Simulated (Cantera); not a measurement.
Cantera with NASA thermochemical tables; ideal gases at 1 bar, condensed phases pure. Values are per mole of reaction as written; species without (g) are pure solids or liquids, kept so even where they would boil at 1 bar.

V + O2(g) → VO2(g)

```
T (K)  ΔH° (kJ)  ΔS° (J/K)  ΔG° (kJ)  log10 K
-----  --------  ---------  --------  -------
1223     -240.7       19.1    -264.0    11.27
1273     -241.2       18.6    -264.9    10.87
1323          …          …         …        …
1373     -242.5       17.7    -266.7    10.15
1423          …          …         …        …
1473     -243.8       16.7    -268.4     9.52
1523     -244.5       16.2    -269.3     9.23
1573     -245.3       15.8    -270.1     8.97
```

Some entries are withheld; supply them.


- 1323, ΔH° (kJ): -241.8
- 1323, ΔS° (J/K): 18.1
- 1323, ΔG° (kJ): -265.8
- 1323, log10 K: 10.50
- 1423, ΔH° (kJ): -243.1
- 1423, ΔS° (J/K): 17.2
- 1423, ΔG° (kJ): -267.6
- 1423, log10 K: 9.82
